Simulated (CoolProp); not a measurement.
Computed with CoolProp (reference Helmholtz-energy equation of state, de Vries 1995).

Task: Give the vapour pressure (kPa), vapour density (kg/m³), surface tension (mN/m), liquid viscosity (µPa s) of saturated R124 at 286.4 K.

Result: 
| T (K) | p (kPa) | vapour density (kg/m³) | surface tension (mN/m) | liquid viscosity (µPa s) |
|---|---|---|---|---|
| 286.4 | 262 | 16.4 | 11.1 | 287 |

Viscosity comes from a separate model (Bell 2016), an estimate that may be off by 10 % or more. Surface tension comes from a separate correlation (Mulero 2012).
